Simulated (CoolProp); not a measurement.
Vapour pressure (kPa) of CF4 (R14): the reference equation beside estimates from Tc = -45.8 °C, pc = 3762 kPa, ω = 0.178. Clausius-Clapeyron is anchored at -102.95 °C with a constant enthalpy of vaporisation of 10.44 kJ/mol.

The numbers come from the reference Helmholtz-energy equation of state, Platzer 1990 in CoolProp. This equation is an older, rougher fit; its heat capacities, sound speeds and derivatives of the liquid may be far off and weren't checked against measurements.

```csv
T (°C),reference,Clausius-Clapeyron,Soave-Redlich-Kwong
-111.25,288.4,304.8,291.0
-107.05,361.2,370.9,365.3
-102.95,444.9,444.9,450.7
-98.75,544.9,___,552.9
-94.65,657.7,627.0,668.4
-90.55,786.9,___,800.8
-86.35,937.8,857.0,955.5
-82.25,1105,990.1,___
-78.05,___,1141,1324
-73.95,___,___,1539
-69.75,1750,1483,1785
-65.65,2012,1676,2052
-61.55,2304,1884,2346
```

Task: Some entries are withheld; supply them.

Result: 
- -98.75, Clausius-Clapeyron: 531.4
- -90.55, Clausius-Clapeyron: 734.3
- -82.25, Soave-Redlich-Kwong: 1126
- -78.05, reference: 1297
- -73.95, reference: 1508
- -73.95, Clausius-Clapeyron: 1302

Absolute difference from the reference over all 13 rows, mean and median: Clausius-Clapeyron 9.0 and 8.6 %, Soave-Redlich-Kwong 1.7 and 1.8 %.
